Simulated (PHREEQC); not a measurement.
# Acid mine or pickling water

A made-up water analysis in mg/L, 20 °C, pH 4.15, pe 9.9: Na 364; K 0.306; Ca 839; Mg 56.2; Cl 720; S(6) as SO4 2000; Al 3.44.

Valence states are taken as typed.

Model: ion-association model, phreeqc.dat, run in PHREEQC.

This is a speciation only: nothing precipitates in the calculation.

Question: What ionic strength, density does the model give?

Answer: ionic strength 0.0790 mol/kgw; density 1.002 g/cm³.

Question: In which forms is Na present?

Answer: Na+ 97 %, NaSO4- 2.6 % of the Na.

Saturation is exceeded, for instance for Gypsum; the values hold only as long as no solid forms. Complexes and solids missing from the database can't appear.
